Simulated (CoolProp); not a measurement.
Vapour-liquid equilibrium of CF4 (R14) (1) + R13 (2) at 185 K; x and y are mole fractions of (1).

Values from CoolProp's multi-fluid Helmholtz-energy mixture model, Platzer 1990 and Platzer 1990; pair parameters Bell 2016. This equation is an older, rougher fit; its heat capacities, sound speeds and derivatives of the liquid may be far off and weren't checked against measurements.

```
x     bubble pressure, mixture model (MPa)  bubble pressure, Raoult's law (MPa)  y, mixture model  y, Raoult's law
----  ------------------------------------  -----------------------------------  ----------------  ---------------
0.05                                   ___                               0.1097             0.449            0.397
0.2                                 0.2650                               0.2298             0.770            0.758
0.35                                0.3870                               0.3500               ___            0.871
0.5                                 0.4965                               0.4702             0.908            0.926
0.65                                   ___                               0.5903             0.940            0.959
0.8                                    ___                               0.7105             0.966            0.980
0.95                                0.8268                               0.8306               ___            0.996
```

Some entries are withheld; supply them.


- 0.05, bubble pressure, mixture model (MPa): 0.1228
- 0.35, y, mixture model: 0.861
- 0.65, bubble pressure, mixture model (MPa): 0.6009
- 0.8, bubble pressure, mixture model (MPa): 0.7082
- 0.95, y, mixture model: 0.991

The largest gap from Raoult's law is +15.3 % in bubble pressure, at x = 0.2. No azeotrope shows between x = 0.05 and 0.95.

Pair parameters are fitted to limited data, so mixtures are less certain than the pure fluids. The gap from Raoult's law changes sign with composition, which may be real or a fault of the pair parameters; it wasn't checked against measurements.
